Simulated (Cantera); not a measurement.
An isothermal, constant-pressure homogeneous reactor starts with 33.3 % NH₃, 66.7 % N₂, at 1898 K and 100000 Pa.

Computed with Cantera and the gas-phase N/H chemistry of the illustrative SiF4/NH3 mechanism in the Surface Chemkin manual (1991). Walls and surfaces, which speed up NH3 decomposition in real reactors, are not modelled.

x: mole fraction; the columns are a selection and need not sum to one.

```tsv
t (s)	x NH₃	x N₂H₄	x H₂	x N₂H₂	x N	x NH	x H
0.000400	0.332	2.32e-7	0.000913	1.14e-6	6.68e-9	2.61e-6	8.73e-7
0.00181	0.328	2.30e-7	0.00583	1.22e-6	2.86e-8	3.18e-6	3.33e-6
0.00818	0.309	[?]	0.0270	1.11e-6	1.12e-7	4.11e-6	1.29e-5
0.0370	0.240	[?]	0.105	7.75e-7	2.41e-7	4.65e-6	4.85e-5
0.167	0.0932	[?]	0.270	2.27e-7	2.86e-7	3.48e-6	0.000160
0.757	0.00771	5.77e-10	0.366	7.19e-9	1.48e-7	9.58e-7	0.000388
3.42	0.000617	5.39e-12	0.374	7.72e-11	2.10e-8	1.12e-7	0.000478
15.5	0.000109	<1e-12	0.375	2.80e-12	3.80e-9	2.01e-8	0.000481
70.0	2.34e-5	<1e-12	0.375	<1e-12	8.11e-10	4.30e-9	0.000482
```

Complete the blanks.


- 0.00818, x N₂H₄: 1.78e-7
- 0.0370, x N₂H₄: 1.06e-7
- 0.167, x N₂H₄: 2.65e-8
